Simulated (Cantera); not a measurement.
A freely propagating, adiabatic, planar premixed flame of 19.0 % H2, 16.6 % O2, 62.6 % N2, 1.76 % H2O, equivalence ratio 0.57, unburnt at 325 K and 0.132 atm; mixture-averaged transport, grid criteria slope 0.08 and curve 0.16, no radiation.

Cantera simulation using the H2/O2 subset of GRI-Mech 3.0, which has no nitrogen chemistry; the numbers are that mechanism's predictions, not measurements. Burning velocities carry a grid error of a few per cent, more on coarse grids. Lean hydrogen flames are cellular in practice and burn faster than this planar one.

Problem. Predict: laminar burning velocity; thermal thickness; peak x(H); peak x(O); peak x(HO2).

Solution. 
| Item | Result |
|---|---|
| laminar burning velocity | 107 cm/s |
| thermal thickness | 4.40 mm |
| peak x(H) | 0.0210 |
| peak x(O) | 0.00898 |
| peak x(HO2) | 0.000126 |
